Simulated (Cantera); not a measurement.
## NO annealing gas

A perfectly stirred reactor is fed with 10.5 % NO, 89.3 % N₂, 0.210 % H₂O, at 14000 Pa; it is held at 2025 K, and followed from long to short residence time.

Detailed kinetics in Cantera: GRI-Mech 3.0 (53 species, 325 reactions).

```
τ (s)      x NO       x O   x N₂    x N₂O      x O₂    x NO₂
-------  ------  --------  -----  -------  --------  -------
14       0.0289  0.000424  0.931  3.95e-7    0.0378  7.57e-6
2.1      0.0774  0.000260  0.906  2.32e-6    0.0136  1.22e-5
0.31      0.101   9.99e-5  0.895  3.74e-6   0.00185  5.88e-6
0.045     0.105   3.40e-5  0.893  3.77e-6  0.000250  2.53e-6
0.0067    0.105   9.01e-6  0.893  3.64e-6   2.00e-5  1.87e-6
0.0010    0.105   1.34e-6  0.893  1.52e-6   7.44e-8  1.93e-7
0.00015   0.105   2.82e-7  0.893  3.03e-7   1.12e-9  7.46e-9
```
x: mole fraction; the columns are a selection and need not sum to one.
